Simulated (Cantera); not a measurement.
Feed: 1 mol Cu₂O, 1.7 mol H₂, 24 mol N₂, held at 952 °C and 63.0 Pa.

Equilibrium computed with Cantera from the NASA thermochemical tables; the gas is ideal and each condensed phase is pure. Candidate condensed phases: Cu, CuO, Cu(OH)₂, Cu₂O, H₂O; 27 gas species. The numbers say what is thermodynamically allowed, not how fast it happens.

Base state: N₂ 0.934, H₂O 0.0389, H₂ 0.0272, Cu 3.84e-5 (mole fractions); condensed: Cu(s).

Task: What changes in the equilibrium state with this change: H₂ from 1.7 to 0.34 mol?

Result: 
```
species        before     after
------------  -------  --------
N₂              0.934     0.986
H₂O            0.0389    0.0140
O₂              <1e-9  0.000266
H₂             0.0272   7.21e-7
Cu            3.84e-5   3.84e-5
Cu(s), mol       2.00     0.705
Cu₂O(s), mol        0     0.647
```
Mutual solubility and eutectic melting of coexisting phases are not modelled.

Task: What changes in the equilibrium state with this change: H₂ from 1.7 to 0.32 mol?

Result: 
| species | before | after |
|---|---|---|
| N₂ | 0.934 | 0.987 |
| H₂O | 0.0389 | 0.0132 |
| O₂ | <1e-9 | 0.000266 |
| H₂ | 0.0272 | 6.79e-7 |
| Cu | 3.84e-5 | 3.84e-5 |
| Cu(s), mol | 2.00 | 0.665 |
| Cu₂O(s), mol | 0 | 0.667 |
Mutual solubility and eutectic melting of coexisting phases are not modelled.

Task: What changes in the equilibrium state with this change: temperature from 952 °C to 1675 °C?

Result: 
```json
[
 {"species": "N₂", "before": "0.934", "after": "0.863"},
 {"species": "Cu", "before": "3.84e-5", "after": "0.0719"},
 {"species": "H₂O", "before": "0.0389", "after": "0.0344"},
 {"species": "H", "before": "2.05e-6", "after": "0.00682"},
 {"species": "H₂", "before": "0.0272", "after": "0.0229"},
 {"species": "O", "before": "<1e-9", "after": "0.000205"},
 {"species": "NO", "before": "<1e-9", "after": "0.000175"},
 {"species": "Cu(s), mol", "before": "2.00", "after": "0"}
]
```
